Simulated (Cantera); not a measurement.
**C2F6 + H2 (fluorocarbon and chlorocarbon gases)**

Feed: 1 mol C2F6, a varied amount of H2, equilibrated at 1350 K and 7.50 Torr.

Equilibrium computed with Cantera from the NASA thermochemical tables; the gas is ideal and each condensed phase is pure. Candidate condensed phases: C, C6H6, C7H8, C8H18; 95 gas species. The feed counts by its element totals alone. Gases not in the tables: C2F6 and larger saturated fluorocarbons. Kinetics and transport are ignored.

```json
[
 {"n(H2) (mol)": "1.2", "x HF": "0.727", "x H2": "2.84e-9", "x CF4": "0.273", "x CF2": "1.84e-5", "x H": "1.27e-9", "n C(graphite)": "1.10"},
 {"n(H2) (mol)": "1.9", "x HF": "0.874", "x H2": "6.01e-9", "x CF4": "0.126", "x CF2": "1.26e-5", "x H": "1.85e-9", "n C(graphite)": "1.45"},
 {"n(H2) (mol)": "2.5", "x HF": "0.952", "x H2": "1.16e-8", "x CF4": "0.0476", "x CF2": "7.70e-6", "x H": "2.57e-9", "n C(graphite)": "1.75"},
 {"n(H2) (mol)": "3.2", "x HF": "0.968", "x H2": "0.0323", "x CF4": "<1e-12", "x CF2": "2.87e-12", "x H": "4.28e-6", "n C(graphite)": "2.00"},
 {"n(H2) (mol)": "3.8", "x HF": "0.882", "x H2": "0.118", "x CF4": "<1e-12", "x CF2": "<1e-12", "x H": "8.17e-6", "n C(graphite)": "2.00"},
 {"n(H2) (mol)": "4.5", "x HF": "0.800", "x H2": "0.200", "x CF4": "<1e-12", "x CF2": "<1e-12", "x H": "1.07e-5", "n C(graphite)": "2.00"},
 {"n(H2) (mol)": "5.1", "x HF": "0.741", "x H2": "0.259", "x CF4": "<1e-12", "x CF2": "<1e-12", "x H": "1.21e-5", "n C(graphite)": "2.00"},
 {"n(H2) (mol)": "5.8", "x HF": "0.682", "x H2": "0.318", "x CF4": "<1e-12", "x CF2": "<1e-12", "x H": "1.34e-5", "n C(graphite)": "2.00"},
 {"n(H2) (mol)": "6.4", "x HF": "0.638", "x H2": "0.362", "x CF4": "<1e-12", "x CF2": "<1e-12", "x H": "1.43e-5", "n C(graphite)": "2.00"},
 {"n(H2) (mol)": "7.1", "x HF": "0.594", "x H2": "0.406", "x CF4": "<1e-12", "x CF2": "<1e-12", "x H": "1.52e-5", "n C(graphite)": "2.00"},
 {"n(H2) (mol)": "7.7", "x HF": "0.561", "x H2": "0.439", "x CF4": "<1e-12", "x CF2": "<1e-12", "x H": "1.58e-5", "n C(graphite)": "2.00"}
]
```
x: gas mole fraction; n: condensed amount in mol.

From 1.2 mol H2 to 7.7 mol H2 the condensed part is C(graphite). The main C-bearing gas is CF4 at 1.2 mol H2 and CH4 at 7.7 mol H2.
